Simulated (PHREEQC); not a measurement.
Solution (20 °C): 0.004 mol ZnSO4, 0.082 mol Na2SO4 and 0.00049 mol FeSO4 per kg of water. Closed to the air; pH follows from the charge balance.

The numbers come from PHREEQC with the ion-association model, wateq4f.dat.

```tsv
quantity	before	after
pH	6.44	7.02
ionic strength (mol/kgw)	0.224	0.228
Na+ (mol/kgw)	0.150	0.150
SO4-2 (mol/kgw)	0.0685	0.0709
NaSO4- (mol/kgw)	0.0141	0.0144
Fe+2 (mol/kgw)	0.000251	0.000248
SI of Mirabilite (Na2SO4:10H2O)	-2.29	-2.28
SI of Melanterite (FeSO4:7H2O)	-3.55	-3.54
```

Task: What was changed between the two runs?
A) 0.09 mol/kgw HBr added
B) diluted 10-fold with water
C) ZnSO4 replaced by K2SO4 at the same molality
D) FeSO4 from 0.00049 to 0.00245 mol/kgw

Result: C, ZnSO4 replaced by K2SO4 at the same molality

Precipitation was switched off in this run.
